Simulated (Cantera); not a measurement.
## Equilibrium for carbon deposition, reforming and gasification: C2H5OH + O2 + N2

Charge: 1 mol C2H5OH, 0.25 mol O2, 0.29 mol N2, at 0.100 bar.

Method: chemical equilibrium by Gibbs-energy minimisation in Cantera with the NASA 1993 tables (ideal gas, pure condensed phases). Candidate condensed phases: C, C6H6, C7H8, C8H18, H2O; 136 gas species. The numbers say what is thermodynamically allowed, not how fast it happens.

From 1323 K to 2023 K the condensed part is C(graphite). The main C-bearing gas is CO throughout.

| T (K) | log p H2 | log p CO | log p N2 | log p H | log p HCN | log p C2H2 (acetylene) | n C(graphite) |
|---|---|---|---|---|---|---|---|
| 1323 | -1.20 | -1.50 | -2.22 | -6.40 | -5.30 | -7.29 | 0.499 |
| 1423 | -1.20 | -1.50 | -2.22 | -5.78 | -4.94 | -6.67 | 0.499 |
| 1523 | -1.20 | -1.50 | -2.22 | -5.24 | -4.62 | -6.13 | 0.498 |
| 1623 | -1.20 | -1.50 | -2.22 | -4.76 | -4.34 | -5.66 | 0.497 |
| 1723 | -1.20 | -1.50 | -2.22 | -4.34 | -4.09 | -5.25 | 0.495 |
| 1823 | -1.20 | -1.50 | -2.22 | -3.97 | -3.88 | -4.88 | 0.492 |
| 1923 | -1.21 | -1.50 | -2.23 | -3.63 | -3.68 | -4.55 | 0.487 |
| 2023 | -1.21 | -1.51 | -2.23 | -3.33 | -3.51 | -4.26 | 0.479 |
log p: log10 of the partial pressure in bar; n: condensed amount in mol.
